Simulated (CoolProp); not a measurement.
Propyne at 298.15 K and 10 MPa is throttled through a valve to 1.61 MPa with no heat exchange. Each further row changes one setting.

Model: reference Helmholtz-energy equation of state, Polt 1992, in CoolProp. This equation is an older, rougher fit; its heat capacities, sound speeds and derivatives of the liquid may be far off and weren't checked against measurements.

```csv
case,temperature change (K),final phase,final density (kg/m³)
as stated,+1.5,liquid,611
outlet pressure 0.483 MPa,…,…,…
outlet pressure 2.09 MPa,+1.5,liquid,611
```

Question: Some entries are withheld; supply them.

Answer: 
- outlet pressure 0.483 MPa, temperature change (K): -6.3
- outlet pressure 0.483 MPa, final phase: two-phase, vapour fraction 0.039
- outlet pressure 0.483 MPa, final density (kg/m³): 168
